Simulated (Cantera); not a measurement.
An isothermal, constant-pressure homogeneous reactor starts with NO : N₂ = 1 : 0.22 (molar parts), at 1648 K and 825 Torr. Integrator tolerance rtol = 1e-08.

Model: GRI-Mech 3.0 (53 species, 325 reactions), integrated in Cantera.

Task: What does this change do: temperature 1648 to 2175 K?

Result: 
| quantity | before | after |
|---|---|---|
| x(NO) at 2.00 s | 0.687 (gas-phase equilibrium 0.00286) | 0.0143 (gas-phase equilibrium 0.0142) |
| x(O₂) at 2.00 s | 0.0651 (gas-phase equilibrium 0.408) | 0.402 (gas-phase equilibrium 0.402) |
| x(O) at 2.00 s | 6.56e-6 (gas-phase equilibrium 1.55e-5) | 0.00140 (gas-phase equilibrium 0.00140) |
| x(N₂) at 2.00 s | 0.246 (gas-phase equilibrium 0.589) | 0.583 (gas-phase equilibrium 0.583) |
| x(NO₂) at 2.00 s | 0.00146 (gas-phase equilibrium 1.49e-5) | 2.73e-5 (gas-phase equilibrium 2.72e-5) |

Task: What does this change do: temperature 1648 to 2123 K?

Result: 
| quantity | before | after |
|---|---|---|
| x(NO) at 2.00 s | 0.687 (gas-phase equilibrium 0.00286) | 0.0139 (gas-phase equilibrium 0.0126) |
| x(O₂) at 2.00 s | 0.0651 (gas-phase equilibrium 0.408) | 0.402 (gas-phase equilibrium 0.403) |
| x(O) at 2.00 s | 6.56e-6 (gas-phase equilibrium 1.55e-5) | 0.000991 (gas-phase equilibrium 0.000992) |
| x(N₂) at 2.00 s | 0.246 (gas-phase equilibrium 0.589) | 0.583 (gas-phase equilibrium 0.584) |
| x(NO₂) at 2.00 s | 0.00146 (gas-phase equilibrium 1.49e-5) | 2.85e-5 (gas-phase equilibrium 2.60e-5) |
